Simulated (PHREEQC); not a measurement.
A PHREEQC speciation (ion-association model, phreeqc.dat) at 20 °C gives pH 3.72 and these molalities:

| species | mol/kgw |
|---|---|
| Zn+2 | 0.213 |
| ZnSO4 | 0.147 |
| SO4-2 | 0.124 |
| Zn(SO4)2-2 | 0.0891 |
| Cl- | 0.000720 |
| HSO4- | 0.000446 |
| H+ | 0.000254 |
| Cu+2 | 0.000226 |
| CuSO4 | 0.000164 |
| ZnCl+ | 6.01e-5 |
| ZnOH+ | 1.94e-7 |
| CuCl+ | 7.46e-8 |

Question: What are the element totals, and what could have been dissolved in 1 kg of water to give them?

Answer: One answer among several that fit: totals Cl 0.000780, Cu(2) 0.000390, S(6) 0.450, Zn 0.450 mol/kgw, from 0.45 mol ZnSO4, 0.00039 mol CuCl2 and 0.00035 mol H2SO4 per kg of water.

Precipitation was switched off in this run. Caution: at this ionic strength the ion-association model is outside its range; a Pitzer model would be the better tool where its parameters exist.
